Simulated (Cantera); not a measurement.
Feed: 1 mol Si3N4, 0.033 mol C, 1.8 mol N2, equilibrated at 2452 °C and 0.0133 bar.

Method: chemical equilibrium by Gibbs-energy minimisation in Cantera with the NASA 1993 tables (ideal gas, pure condensed phases). Candidate condensed phases: C, Si, SiC, Si3N4; 20 gas species. The tables' values for SiN are old estimates; treat these amounts as uncertain. Kinetics and transport are ignored.

Base state: N2 0.563, Si 0.426, Si2 0.00393, Si2C 0.00356, SiN 0.00272, SiC2 0.000550, Si2N 0.000536, CN 0.000195 (mole fractions); condensed: gas only.

Task: What changes in the equilibrium state with this change: pressure from 0.0133 bar to 1.60e-5 bar?

Result: 
```tsv
species	before	after
N2	0.563	0.556
Si	0.426	0.439
C	1.12e-5	0.00291
Si2	0.00393	5.02e-6
Si3	0.000160	<1e-9
Si2N	0.000536	2.36e-8
Si2C	0.00356	1.42e-6
```
